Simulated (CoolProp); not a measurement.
A single-stage vapour-compression cycle with hydrogen sulfide: evaporating at 239.15 K (dew point), condensing at 301.15 K (bubble point), superheat 8 K, subcooling 0 K, compressor efficiency 0.65, no pressure losses. Each further row changes one setting.

The numbers come from the reference Helmholtz-energy equation of state, Lemmon 2006 in CoolProp. It is a short technical equation, of lower accuracy than the large ones.

```tsv
case	cooling COP	pressure ratio	discharge temperature (K)	refrigerating effect (kJ/kg)	volumetric capacity (kJ/m³)
as stated	1.85	6.64	460.2	392	2230
evaporating temperature 244.15 K	2.10	5.49	442.6	395	2680
condensing temperature 296.15 K	2.07	5.88	443.8	403	2290
subcooling 5 K	1.91	6.64	460.2	403	2290
superheat 18 K	1.82	6.64	478.3	402	2180
compressor efficiency 0.55	1.57	6.64	493.8	392	2230
```
